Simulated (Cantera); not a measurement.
A closed system holds: 1 mol CCl₄, 0.029 mol Si, 1.4 mol H₂, 0.04 mol CH₄, at 75.0 Torr.

These are equilibrium values from Cantera (NASA tables, ideal gas, pure condensed phases), not measurements of a reactor. Candidate condensed phases: C, C₆H₆, C₇H₈, C₈H₁₈, Si, SiC; 109 gas species. The tables' values for SiCl, CCl, SiCl₃ are old estimates; treat these amounts as uncertain. Equilibrium is a limit: real reactors are often held back by kinetics, nucleation or transport.

x: gas mole fraction; n: condensed amount in mol.

| T (°C) | x Cl | x HCl | x H | x H₂ | x C₃ | x C | n C(graphite) |
|---|---|---|---|---|---|---|---|
| 2600 | 0.415 | 0.437 | 0.0799 | 0.0578 | 0.000757 | [?] | 0.992 |
| 2675 | 0.443 | 0.378 | 0.105 | 0.0613 | 0.00177 | [?] | 0.956 |
| 2750 | 0.468 | 0.320 | 0.133 | 0.0619 | 0.00398 | [?] | 0.891 |
| 2825 | 0.489 | 0.264 | 0.163 | 0.0596 | 0.00857 | [?] | 0.772 |
| 2900 | 0.502 | 0.211 | 0.193 | 0.0547 | 0.0178 | [?] | 0.545 |
| 2975 | 0.507 | 0.163 | 0.220 | 0.0474 | 0.0356 | [?] | 0.0990 |
| 3050 | 0.513 | 0.128 | 0.249 | 0.0415 | 0.0388 | [?] | 0 |

Task: What belongs in the gaps?

Result: 
- 2600, x C: 0.000143
- 2675, x C: 0.000306
- 2750, x C: 0.000630
- 2825, x C: 0.00125
- 2900, x C: 0.00240
- 2975, x C: 0.00447
- 3050, x C: 0.00669
